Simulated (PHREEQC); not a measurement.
Make-up at 35 °C: 0.21 mmol/kgw Ca(OH)2. Closed to the air; pH follows from the charge balance.

The numbers come from PHREEQC with the ion-association model, phreeqc.dat.

No solid was allowed to form.

Task: Predict the pH, specific conductance.

Result: pH 10.29; specific conductance 130 µS/cm.
